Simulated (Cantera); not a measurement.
Cantera run:

```python
import numpy as np
import cantera as ct

gas_names = """
    FeCL2 CL2 FeCL3
""".split()
cond_names = """

""".split()


# ... load() reads the species with a 1 bar reference pressure and builds the phases ...
species = {s.name: s for s in load("nasa_gas.yaml", gas_names) + load("nasa_condensed.yaml", cond_names)}
# Each term lists the table entries of one substance; the one whose range holds T is used.
reactions = {
    '2 FeCl2(g) + Cl2(g) = 2 FeCl3(g)':
        [(-2, ['FeCL2']), (-1, ['CL2']), (2, ['FeCL3'])],
}


def pick(names, T):
    return next(species[n] for n in names if species[n].thermo.min_temp <= T <= species[n].thermo.max_temp)


results = []
for label, terms in reactions.items():
    print(label)
    print("     T/K   dH/kJ  dS/(J/K)   dG/kJ   log10 K")
    for T in [300, 2525, 2575, 2625, 2675, 2725, 2775]:
        used = [(nu, pick(names, T)) for nu, names in terms]
        dH = sum(nu * s.thermo.h(T) for nu, s in used) / 1e6
        dS = sum(nu * s.thermo.s(T) for nu, s in used) / 1e3
        dG = dH - T * dS / 1e3
        logK = -dG * 1e6 / (ct.gas_constant * T * np.log(10))
        results.append((label, T, dH, dS, dG, logK, [s.name for _, s in used]))
        print(f"{T:8g} {dH:8.1f} {dS:8.1f} {dG:8.1f} {logK:8.2f}")
```

Result:

```
2 FeCl2(g) + Cl2(g) = 2 FeCl3(g)
     T/K   dH/kJ  dS/(J/K)   dG/kJ   log10 K
     300   -224.2   -133.2   -184.3    32.08
    2525   -224.5   -128.6    100.2    -2.07
    2575   -224.8   -128.7    106.6    -2.16
    2625   -225.2   -128.9    113.1    -2.25
    2675   -225.6   -129.0    119.5    -2.33
    2725   -226.0   -129.2    126.0    -2.42
    2775   -226.4   -129.3    132.5    -2.49
```

Source: NASA polynomial tables (part measured, part estimated), evaluated in Cantera. Condensed species are held in their standard states even where they would react or evaporate.
